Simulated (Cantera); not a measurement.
Gas mixture: N2O : CO2 : NO = 0.72 : 0.6 : 0.95 (molar parts), at 0.0240 bar, frozen composition.

Cantera's kinetic-theory transport with the Lennard-Jones parameters of GRI-Mech 3.0, ideal gas; thermal conductivity in the multicomponent form. The composition is frozen, though it would react at the higher temperatures.

One state of this run: ρ (kg/m³) = 0.00787; cp (J/kg/K) = 1275; μ (µPa s) = 52.1; λ (mW/m/K) = 91.2; Pr = 0.728; D (cm²/s) H2 = 397; D (cm²/s) N2 = 104; D (cm²/s) H = 658. D: mixture-averaged diffusion coefficient of that species in the mixture.

Task: Which value of T (K) does it belong to?
A) 1900
B) 2150
C) 1150
D) 1400

Result: D, 1400
